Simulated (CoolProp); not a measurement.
The fluid at 293.15 K and 6.57 MPa is throttled through a valve to 2.58 MPa with no heat exchange. The same conditions are run with several fluids, on thermodynamics alone (safety and materials aside).

Computed with CoolProp (reference Helmholtz-energy equation of state of each fluid (the fluoroketone C6F12O (FK-5-1-12): McLinden 2015; n-heptane: Span 2003; dimethyl carbonate: Zhou 2011; n-perfluoropentane: Gao 2022; R1224YDZ: Akasaka 2023)).

```tsv
fluid	temperature change (K)	final density (kg/m³)
the fluoroketone C6F12O (FK-5-1-12)	+1.1	1630
n-heptane	+1.7	685
dimethyl carbonate	+1.3	1070
n-perfluoropentane	+1.1	1630
R1224YDZ	+1.2	1380
```
